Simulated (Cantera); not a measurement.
Feed: 1 mol SiC, 0.048 mol N2O, 19 mol N2, 0.47 mol O2, equilibrated at 0.0750 bar.

Equilibrium computed with Cantera from the NASA thermochemical tables; the gas is ideal and each condensed phase is pure. Candidate condensed phases: C, Si, SiC, SiO2, Si2N2O, Si3N4; 34 gas species. Mutual solubility and eutectic melting of coexisting phases are not modelled. Rates play no part.

x: gas mole fraction; n: condensed amount in mol.

```csv
T (K),x N2,x CO,x SiO,x Si,n C(graphite),n SiC(s),n Si2N2O(s)
1623,0.969,0.0309,9.74e-5,?,0.190,0.215,0.391
1648,0.966,0.0339,0.000181,?,0,0.343,0.327
1673,0.966,0.0339,0.000320,?,0,0.343,0.325
1698,0.966,0.0338,0.000557,?,0,0.345,0.322
1723,0.965,0.0336,0.000950,?,0,0.347,0.317
1748,0.965,0.0334,0.00160,?,0,0.352,0.309
1773,0.964,0.0330,0.00264,?,0,0.358,0.295
1798,0.963,0.0324,0.00428,?,0,0.369,0.274
1823,0.962,0.0314,0.00683,?,0,0.386,0.240
1848,0.959,0.0299,0.0107,?,0,0.411,0.189
1873,0.956,0.0278,0.0164,?,0,0.450,0.112
```

Problem. Some entries are withheld; supply them.

Solution. 
- 1623, x Si: 2.37e-8
- 1648, x Si: 5.28e-8
- 1673, x Si: 1.18e-7
- 1698, x Si: 2.59e-7
- 1723, x Si: 5.53e-7
- 1748, x Si: 1.16e-6
- 1773, x Si: 2.38e-6
- 1798, x Si: 4.80e-6
- 1823, x Si: 9.54e-6
- 1848, x Si: 1.87e-5
- 1873, x Si: 3.64e-5
